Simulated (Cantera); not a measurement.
A Cantera script and what it prints.

```python
import numpy as np
import cantera as ct

gas_names = """
    C CH CH2 CH3 CH2OH CH3O CH4 CH3OH CO COS CO2 COOH CS CS2 C2 C2H CHCO,ketyl C2H2,acetylene
    C2H2,vinylidene CH2CO,ketene C2H3,vinyl CH3CO,acetyl C2H4 C2H4O,ethylen CH3CHO,ethanal CH3COOH
    (HCOOH)2 C2H5 C2H6 CH3OCH3 C2H5OH C2O C3 C3H3,propargyl C3H4,allene C3H4,propyne C3H4,cyclo-
    C3H5,allyl C3H6,propylene C3H6,cyclo- C3H6O C3H7,n-propyl C3H7,i-propyl C3H8 C3H8O,1propanol
    C3H8O,2propanol C3O2 C4 C4H2 C4H4,1,3-cyclo- C4H6,butadiene C4H6,2-butyne C4H6,cyclo- C4H8,1-butene
    C4H8,cis2-buten C4H8,tr2-butene C4H8,isobutene C4H8,cyclo- (CH3COOH)2 C4H9,n-butyl C4H9,i-butyl
    C4H9,s-butyl C4H9,t-butyl C4H10,isobutane C4H10,n-butane C5 C5H6,1,3cyclo- C5H8,cyclo-
    C5H10,1-pentene C5H10,cyclo- C5H11,pentyl C5H11,t-pentyl C5H12,n-pentane C5H12,i-pentane
    CH3C(CH3)2CH3 C6H2 C6H5,phenyl C6H5O,phenoxy C6H6 C6H5OH,phenol C6H10,cyclo- C6H12,1-hexene
    C6H12,cyclo- C6H13,n-hexyl C7H7,benzyl C7H8 C7H8O,cresol C7H14,1-heptene C7H15,n-heptyl
    C7H16,n-heptane C8H8,styrene C8H10,ethylbenz C8H16,1-octene C8H17,n-octyl C8H18,isooctane
    C8H18,n-octane C9H19,n-nonyl C10H8,naphthale C10H21,n-decyl C12H9,o-bipheny C12H10,bipheny Ca CaO
    CaOH CaO2H2 CaS Ca2 H HCO HO2 H2 HCHO,formaldehy HCOOH H2O H2O2 H2S H2SO4 O OH O2 O3 S SH SO SO2 SO3
    S2 S2O S8
""".split()
cond_names = """
    C(gr) C6H6(L) C7H8(L) C8H18(L),n-octa Ca(a) Ca(b) Ca(L) CaCO3(caL) CaO(s) CaO(L) CaO2H2(s) CaS(s)
    CaSO4(s) H2O(s) H2O(L) H2SO4(L) S(cr1) S(cr2) S(L)
""".split()


def load(file, names, dense=False):
    # The tables refer to 1 bar. Condensed volumes are neglected.
    table = {s.name: s for s in ct.Species.list_from_file(file)}
    out = []
    for n in names:
        d = dict(table[n].input_data)
        d["thermo"] = dict(d["thermo"], **{"reference-pressure": 1e5})
        if dense:
            d["equation-of-state"] = {"model": "constant-volume", "density": "1e6 g/cm^3"}
        out.append(ct.Species.from_dict(d))
    return out


gas = ct.Solution(thermo="ideal-gas", species=load("nasa_gas.yaml", gas_names))
cond = {s.name: ct.Solution(thermo="fixed-stoichiometry", species=[s], name=s.name)
        for s in load("nasa_condensed.yaml", cond_names, dense=True)}
atoms = {
    'CaCO3': {'Ca': 1, 'C': 1, 'O': 3},
    'H2S': {'H': 2, 'S': 1},
    'H2O': {'H': 2, 'O': 1},
}
top_T = {'C(gr)': 4500, 'CaS(s)': 2750, 'CaSO4(s)': 1730}  # K; cautious upper limits of use, not melting points


def equilibrate(T, P, feed):
    n = {}
    for name, mol in feed.items():
        for a, k in atoms[name].items():
            n[a] = n.get(a, 0.0) + k * mol
    gas.TPX = T, P, n
    mass = sum(n.values()) * gas.mean_molecular_weight
    gas.equilibrate("TP")
    valid = [c for c in cond.values() if c.min_temp <= T <= top_T.get(c.name, c.max_temp)]
    mix = ct.Mixture([(gas, mass / gas.mean_molecular_weight)] + [(c, 0.0) for c in valid])
    mix.T, mix.P = T, P
    mix.equilibrate("TP", solver="vcs", rtol=1e-11, max_steps=5000)
    return mix


results = []
T = 1198  # K
P = 13332.2  # Pa
for m in [0.2, 0.24, 0.3, 0.37, 0.45, 0.55, 0.68, 0.83, 1, 1.3]:
    feed = {'CaCO3': 1, 'H2S': m, 'H2O': 0.039}  # mol
    mix = equilibrate(T, P, feed)
    results.append((T, P, feed, dict(zip(mix.species_names, mix.species_moles))))

top = {s: max(r[3][s] / sum(r[3][g] for g in gas_names) for r in results) for s in gas_names}
cols = sorted((s for s in top if top[s] > 0.0001), key=lambda s: -top[s])[:6]
seen = [c for c in cond_names if any(r[3].get(c, 0) > 1e-12 for r in results)]
print("log10 of partial pressures in bar; condensed amounts in mol")
print(f"{'n(H2S)':>10s}" + "".join(f"{s[:9]:>10s}" for s in cols + seen))
for T, P, feed, n in results:
    ng = sum(n[g] for g in gas_names)
    print(f"{feed['H2S']:10.4g}" + "".join(f"{np.log10(max(n[s] / ng * P / 1e5, 1e-99)):10.3f}" for s in cols)
          + "".join(f"{n.get(c, 0):10.4g}" for c in seen))
```

It prints:

```
log10 of partial pressures in bar; condensed amounts in mol
    n(H2S)       CO2       H2O       H2S        CO        H2        S2    CaO(s)    CaS(s)
       0.2    -0.985    -1.604    -4.271    -2.509    -3.264    -4.725    0.8122    0.1878
      0.24    -0.999    -1.551    -4.218    -2.522    -3.210    -4.726    0.7726    0.2274
       0.3    -1.019    -1.486    -4.153    -2.541    -3.144    -4.729    0.7132    0.2868
      0.37    -1.041    -1.427    -4.094    -2.562    -3.083    -4.731    0.6439    0.3561
      0.45    -1.065    -1.373    -4.040    -2.585    -3.028    -4.733    0.5647    0.4353
      0.55    -1.093    -1.320    -3.988    -2.612    -2.975    -4.736    0.4657    0.5343
      0.68    -1.127    -1.268    -3.935    -2.645    -2.921    -4.739     0.337     0.663
      0.83    -1.164    -1.222    -3.889    -2.679    -2.873    -4.742    0.1885    0.8115
         1    -1.201    -1.182    -3.849    -2.716    -2.832    -4.745   0.02013    0.9799
       1.3    -1.311    -1.216    -2.132    -2.239    -2.279    -2.417         0         1
```

These are equilibrium values from Cantera (NASA tables, ideal gas, pure condensed phases), not measurements of a reactor. Mutual solubility and eutectic melting of coexisting phases are not modelled. Gases not in the tables: S3 to S7.
